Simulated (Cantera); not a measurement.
An adiabatic, constant-volume homogeneous reactor starts with H2 : O2 : N2 : NO = 1 : 0.568 : 2.14 : 0.0096 (molar parts), at 1700 K and 0.908 atm. Integrator tolerance rtol = 1e-08.

Computed with Cantera and GRI-Mech 3.0 (53 species, 325 reactions).

Q: What does this change do: initial temperature 1700 to 1125 K?

A: 
```tsv
quantity	before	after
time of steepest temperature rise	7.96 µs	73.7 µs
temperature at 10.0 s	2983 K	2866 K
equilibrium temperature	2983 K	2866 K
x(H2) at 10.0 s	0.0459 (gas-phase equilibrium 0.0459)	0.0313 (gas-phase equilibrium 0.0313)
x(O2) at 10.0 s	0.0263 (gas-phase equilibrium 0.0263)	0.0234 (gas-phase equilibrium 0.0234)
x(NO) at 10.0 s	0.0147 (gas-phase equilibrium 0.0147)	0.0121 (gas-phase equilibrium 0.0121)
x(O) at 10.0 s	0.0143 (gas-phase equilibrium 0.0143)	0.00742 (gas-phase equilibrium 0.00742)
x(HO2) at 10.0 s	1.39e-5 (gas-phase equilibrium 1.39e-5)	1.20e-5 (gas-phase equilibrium 1.20e-5)
x(H) at 10.0 s	0.0266 (gas-phase equilibrium 0.0266)	0.0126 (gas-phase equilibrium 0.0126)
x(OH) at 10.0 s	0.0403 (gas-phase equilibrium 0.0403)	0.0296 (gas-phase equilibrium 0.0296)
```
The mechanism lacks 2 NO + O2 → 2 NO2 and HONO, so NO2 and the effect of NO are under-described below about 1400 K.
